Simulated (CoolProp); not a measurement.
Octamethylcyclotetrasiloxane (D4) along the isotherm 620 K: Z from the reference equation and from simpler models built on Tc = 586.5 K, pc = 1.347 MPa, ω = 0.598; each cubic takes its own stable root.

The numbers come from the reference Helmholtz-energy equation of state, Thol 2015 in CoolProp.

```csv
p (MPa),phase,reference,Soave-Redlich-Kwong,Peng-Robinson
0.0213,gas,0.9955,0.9957,0.9951
0.0332,gas,0.9930,0.9933,0.9924
0.0516,gas,0.9891,0.9895,0.9881
0.0804,gas,0.9829,0.9836,0.9815
0.125,gas,0.9732,0.9744,0.9711
0.195,gas,0.9579,0.9598,0.9546
0.304,gas,0.9333,0.9365,0.9286
0.473,gas,0.8937,0.8992,0.8870
0.736,gas,0.8278,0.8374,0.8191
1.15,gas,0.7105,0.7277,0.7015
1.78,supercritical,0.4806,0.5177,0.4875
2.78,supercritical,0.3623,0.4298,0.3941
4.33,supercritical,0.4766,0.5389,0.4889
6.74,supercritical,0.6733,0.7297,0.6592
```
